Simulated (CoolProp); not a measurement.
Saturated liquid density (kg/m³) of toluene: the reference equation beside estimates from Tc = 591.7 K, pc = 4126 kPa, ω = 0.266. Rackett uses Z = 0.29056 − 0.08775 ω.

Computed with CoolProp (reference Helmholtz-energy equation of state, Lemmon 2006). It is a short technical equation, of lower accuracy than the large ones.

| T (K) | reference | Rackett | Redlich-Kwong | Soave-Redlich-Kwong | Peng-Robinson |
|---|---|---|---|---|---|
| 446.3 | 710.1 | 699.7 | 600.2 | 628.8 | 713.0 |
| 455.5 | 698.9 | 688.4 | 587.9 | 616.8 | 699.7 |
| 464.6 | 687.5 | 676.8 | 575.4 | 604.4 | 685.8 |
| 473.7 | 675.6 | 664.8 | 562.3 | 591.3 | 671.1 |
| 482.8 | 663.2 | 652.4 | 548.7 | 577.6 | 655.6 |
| 491.9 | 650.2 | 639.5 | 534.4 | 563.1 | 639.1 |
| 501.1 | 636.5 | 625.8 | 519.3 | 547.5 | 621.4 |
| 510.2 | 622.1 | 611.6 | 503.6 | 531.2 | 602.7 |
| 519.3 | 606.7 | 596.5 | 487.0 | 513.7 | 582.6 |
| 528.4 | 590.3 | 580.5 | 469.3 | 495.0 | 561.0 |

Absolute difference from the reference over all 10 rows, mean and median: Rackett 1.6 and 1.6 %, Redlich-Kwong 17.7 and 17.5 %, Soave-Redlich-Kwong 13.4 and 13.2 %, Peng-Robinson 1.9 and 1.4 %.
